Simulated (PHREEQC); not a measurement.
# Acid mine or pickling water (model solution)

Synthetic water in mg/kgw, 20 °C, pH 3.69, pe 9.5:

| constituent | mg/kgw |
|---|---|
| Na | 2.85 |
| K | 13.8 |
| Ca | 261 |
| Mg | 7.38 |
| Cl | 49.2 |
| S(6) as SO4 | 602 |
| Br | 1.47 |

Cl is adjusted to close the charge balance.
Valence states are taken as typed.

Model: ion-association model, phreeqc.dat, run in PHREEQC.

Each row changes one thing in this solution. Precipitation was switched off in this run.

| case | ionic strength (mol/kgw) | Ca+2 (mol/kgw) | SO4-2 (mol/kgw) | Mg+2 (mol/kgw) | HSO4- (mol/kgw) | SI of Gypsum (CaSO4:2H2O) | SI of Halite (NaCl) |
|---|---|---|---|---|---|---|---|
| as made | 0.0215 | 0.00513 | 0.00474 | 0.000228 | 5.61e-5 | -0.51 | -8.34 |
| S(6) from 602 to 301 mg/kgw | 0.0210 | 0.00575 | 0.00230 | 0.000262 | … | -0.77 | -7.69 |
| all concentrations times 4 at the same typed pH | … | 0.0175 | 0.0160 | … | … | … | -7.28 |

Q: What belongs in the gaps?

A: 
- S(6) from 602 to 301 mg/kgw, HSO4- (mol/kgw): 2.73e-5
- all concentrations times 4 at the same typed pH, ionic strength (mol/kgw): 0.0729
- all concentrations times 4 at the same typed pH, Mg+2 (mol/kgw): 0.000760
- all concentrations times 4 at the same typed pH, HSO4- (mol/kgw): 0.000148
- all concentrations times 4 at the same typed pH, SI of Gypsum (CaSO4:2H2O): +0.28

Some of these states are supersaturated (in Gypsum, for instance).
